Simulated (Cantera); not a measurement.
Thermodynamics of carbon deposition, reforming and gasification, feed acetone + H2

Charge: 1 mol acetone, 0.76 mol H2, held at 0.360 bar.

Cantera equilibrium calculation (NASA polynomials, part measured and part estimated; ideal gas, pure solids and liquids). Candidate condensed phases: C, C6H6, C7H8, C8H18, H2O; 110 gas species. The feed counts by its element totals alone. Rates play no part.

```tsv
T (°C)	x H2	x CO	x H2O	x CH4	x CO2	x H	x C2H2 (acetylene)	x C2H4	n C(graphite)
650	0.740	0.137	0.0563	0.0458	0.0213	3.51e-10	8.81e-11	7.90e-8	2.14
725	0.766	0.185	0.0208	0.0206	0.00728	3.14e-9	8.28e-10	1.24e-7	2.03
800	0.778	0.203	0.00738	0.0100	0.00208	2.06e-8	5.59e-9	1.76e-7	2.00
875	0.783	0.208	0.00282	0.00526	0.000633	1.06e-7	2.91e-8	2.34e-7	1.99
950	0.786	0.209	0.00119	0.00297	0.000217	4.44e-7	1.23e-7	2.98e-7	1.99
1025	0.788	0.210	0.000553	0.00178	8.40e-5	1.59e-6	4.40e-7	3.68e-7	1.99
1100	0.789	0.210	0.000279	0.00113	3.61e-5	4.93e-6	1.36e-6	4.42e-7	2.00
```
x: gas mole fraction; n: condensed amount in mol.

From 650 °C to 1100 °C the condensed part is C(graphite). The main C-bearing gas is CO throughout.
